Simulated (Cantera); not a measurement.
Input: 1 mol Si, 0.52 mol Cl₂, 5.9 mol H₂, equilibrated at 1150 °C and 0.190 bar.

Method: chemical equilibrium by Gibbs-energy minimisation in Cantera with the NASA 1993 tables (ideal gas, pure condensed phases). Candidate condensed phases: Si; 19 gas species. The tables' values for SiCl₃ are old estimates; treat these amounts as uncertain. Rates play no part.

Base state: H₂ 0.882, HCl 0.0846, SiCl₂ 0.0245, SiCl₃ 0.00404, SiCl₄ 0.00263, SiHCl₃ 0.00213, SiH₂Cl₂ 0.000263, H 1.43e-5 (mole fractions); condensed: Si(s).

Problem. What changes in the equilibrium state with this change: temperature from 1150 °C to 275 °C?

Solution. 
```csv
species,before,after
H₂,0.882,0.953
SiCl₄,0.00263,0.0286
SiHCl₃,0.00213,0.0181
HCl,0.0846,1.08e-5
SiCl₂,0.0245,<1e-9
SiCl₃,0.00404,1.76e-8
H,1.43e-5,<1e-9
SiH₂Cl₂,0.000263,0.000478
"Si(s), mol",0.786,0.711
```
